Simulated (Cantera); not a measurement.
## Iron carbonyl, mercury and lead vapours: HgO + H2

Input: 1 mol HgO, 6.2 mol H2, held at 1348.15 K and 248 Torr.

Method: chemical equilibrium by Gibbs-energy minimisation in Cantera with the NASA 1993 tables (ideal gas, pure condensed phases). Candidate condensed phases: H2O, Hg, HgO; 10 gas species. The numbers say what is thermodynamically allowed, not how fast it happens.

| Item | Result |
|---|---|
| x(H2) | 0.722 |
| x(H2O) | 0.139 |
| x(Hg) | 0.139 |
| x(H) | 3.43e-6 |
| gas amount | 7.200 mol |
| log10 activity of Hg(l) (absent) | -3.87 |
